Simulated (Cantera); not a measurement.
An isothermal, constant-pressure homogeneous reactor starts with H2 : O2 = 0.015 : 1 (molar parts), at 1325 K and 1300 Pa.

Cantera simulation using the H2/O2 subset of GRI-Mech 3.0, which has no nitrogen chemistry; the numbers are that mechanism's predictions, not measurements. Radical loss at walls, strong at low pressure, is not modelled.

x: mole fraction; the columns are a selection and need not sum to one.

```
t (s)         x H2   x O2       x H     x H2O      x OH
--------  --------  -----  --------  --------  --------
6.00e-5     0.0148  0.985   2.98e-9  4.88e-10   3.98e-9
0.000127    0.0148  0.985   4.47e-9   3.21e-9   1.17e-8
0.000268    0.0148  0.985   8.61e-9   2.01e-8   3.54e-8
0.000565    0.0148  0.985   2.86e-8   1.49e-7   1.48e-7
0.00119     0.0148  0.985   2.96e-7   2.28e-6   1.66e-6
0.00252     0.0144  0.985   3.68e-5  0.000300  0.000203
0.00533   0.000329  0.972  0.000881    0.0130   0.00212
0.0113     8.46e-5  0.972  0.000676    0.0136   0.00160
0.0238     8.02e-5  0.972  0.000623    0.0136   0.00156
0.0502     7.21e-5  0.974  0.000527    0.0137   0.00148
0.106          [?]  0.976       [?]    0.0139       [?]
0.224      3.94e-5  0.979  0.000207    0.0141   0.00110
0.473          [?]  0.982       [?]    0.0144       [?]
1.00       8.11e-6  0.984   1.88e-5    0.0146  0.000500
```

Problem. Fill in the missing entries.

Solution. 
- 0.106, x H2: 5.83e-5
- 0.106, x H: 0.000379
- 0.106, x OH: 0.00133
- 0.473, x H2: 2.05e-5
- 0.473, x H: 7.68e-5
- 0.473, x OH: 0.000794
